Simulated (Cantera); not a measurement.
Source: NASA polynomial tables (part measured, part estimated), evaluated in Cantera. Values are per mole of reaction as written; species without (g) are pure solids or liquids, kept so even where they would boil at 1 bar. TaC: taken at fixed stoichiometry.

Question: Between 300 and 1923 K, where is each reaction favourable under standard conditions?
- 2 TaC + H2(g) + N2(g) → 2 Ta + 2 HCN(g)

Answer: 
- 2 TaC + H2(g) + N2(g) → 2 Ta + 2 HCN(g): ΔG° is 534 kJ at 300 K and 425 kJ at 1923 K; it stays positive (K < 1). ΔH° is 543 kJ and ΔS° 61 J/K at 1923 K.
